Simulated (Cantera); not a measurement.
Thermodynamics of carbon deposition, reforming and gasification, feed C₃H₆ + H₂O

Feed: 1 mol C₃H₆, 0.65 mol H₂O, equilibrated at 75.0 Torr.

These are equilibrium values from Cantera (NASA tables, ideal gas, pure condensed phases), not measurements of a reactor. Candidate condensed phases: C, C₆H₆, C₇H₈, C₈H₁₈, H₂O; 110 gas species. The numbers say what is thermodynamically allowed, not how fast it happens.

| T (K) | x H₂ | x H | x CO | x C₂H₂ (acetylene) | x C₂H | x C₃ | x C₄H₂ | x C | n C(graphite) |
|---|---|---|---|---|---|---|---|---|---|
| 2473 | 0.783 | 0.0624 | 0.146 | 0.00755 | 4.08e-5 | 3.25e-6 | 3.01e-5 | 1.14e-6 | 2.28 |
| 2548 | 0.760 | 0.0853 | 0.145 | 0.0100 | 8.92e-5 | 1.03e-5 | 5.47e-5 | 3.18e-6 | 2.26 |
| 2623 | 0.730 | 0.114 | 0.143 | 0.0129 | 0.000186 | 3.07e-5 | 9.51e-5 | 8.33e-6 | 2.23 |
| 2698 | 0.695 | 0.149 | 0.140 | 0.0163 | 0.000368 | 8.57e-5 | 0.000158 | 2.07e-5 | 2.19 |
| 2773 | 0.652 | 0.190 | 0.137 | 0.0199 | 0.000697 | 0.000226 | 0.000252 | 4.89e-5 | 2.15 |
| 2848 | 0.604 | 0.237 | 0.133 | 0.0236 | 0.00127 | 0.000564 | 0.000384 | 0.000110 | 2.09 |
| 2923 | 0.549 | 0.290 | 0.129 | 0.0272 | 0.00220 | 0.00134 | 0.000560 | 0.000239 | 2.02 |
x: gas mole fraction; n: condensed amount in mol.

From 2473 K to 2923 K the condensed part is C(graphite). The main C-bearing gas is CO throughout. The share of C in condensed phases is highest at 2473 K (76.1 %) and lowest at 2923 K (67.2 %).
